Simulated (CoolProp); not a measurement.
Properties of isobutane along the isobar 4.17 MPa.

Values from CoolProp's reference Helmholtz-energy equation of state, Bücker 2006.

```
T (K)          phase  expansivity (1/kK)  fugacity coefficient
-----  -------------  ------------------  --------------------
326.1         liquid               2.539                0.1748
354.5         liquid               3.354                0.2968
382.9         liquid               5.424                0.4489
411.2  supercritical               28.68                0.6125
439.6  supercritical               11.70                0.7095
468    supercritical               6.290                0.7673
496.3  supercritical               4.516                0.8105
524.7  supercritical               3.601                0.8445
553.1  supercritical               3.035                0.8718
```
